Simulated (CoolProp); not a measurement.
A single-stage vapour-compression cycle with the fluid: evaporating at 305.15 K (dew point), condensing at 351.15 K (bubble point), superheat 2 K, subcooling 2 K, compressor efficiency 0.7, no pressure losses. The same conditions are run with several fluids, on thermodynamics alone (safety and materials aside).

Values from CoolProp's reference Helmholtz-energy equation of state of each fluid (R152A: Outcalt 1996; R1233zd(E): Akasaka 2022; n-perfluorobutane: Gao 2022; propyne: Polt 1992; R142b: Lemmon 2006; isobutane: Bücker 2006). The equations of Platzer and Polt are older, rougher fits.

Task: Rank R152A, R1233zd(E), n-perfluorobutane, propyne, R142b, isobutane by cooling COP, highest first.

Result: R1233zd(E) (3.77), propyne (3.72), R142b (3.64), R152A (3.49), isobutane (3.45), n-perfluorobutane (2.42)

| fluid | pressure ratio | discharge temperature (K) | refrigerating effect (kJ/kg) | volumetric capacity (kJ/m³) |
|---|---|---|---|---|
| R152A | 3.08 | 373.2 | 186 | 4150 |
| R1233zd(E) | 3.77 | 358.1 | 134 | 1210 |
| n-perfluorobutane | 3.32 | 351.1 | 33.9 | 1180 |
| propyne | 3.03 | 377.1 | 341 | 4320 |
| R142b | 3.17 | 362.6 | 137 | 2510 |
| isobutane | 3.01 | 353.7 | 208 | 2280 |

The compression ends wet for: n-perfluorobutane.
